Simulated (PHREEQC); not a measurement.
1 kg of water holding 0.0067 mol KCl, 0.021 mol MgCl2, 0.012 mol LiCl, 0.26 mol NaCl and 0.0046 mol MgSO4 is evaporated at 30 °C; the solids stay in contact with the brine. CO2 from the air is kept out. The run lets Arcanite, Bischofite, Bloedite, Brucite, Carnallite, Epsomite, Glaserite, Halite, Hexahydrite, Kainite, Kieserite, Leonite, Mirabilite, Misenite, Schoenite, Sylvite, Thenardite, MgCl2_4H2O precipitate or redissolve, and no other solid.

Model: Pitzer model, pitzer.dat, run in PHREEQC.

**Question.** Predict ionic strength, water activity, Mg in solution (mol/kgw) at water left (kg) = 0.3082, 0.1407, 0.07809, 0.04335.

**Answer.** 
```csv
water left (kg),ionic strength,water activity,Mg in solution (mol/kgw)
0.3082,1.17,0.966,0.0831
0.1407,2.56,0.921,0.182
0.07809,4.61,0.842,0.328
0.04335,7.13,0.734,0.591
```
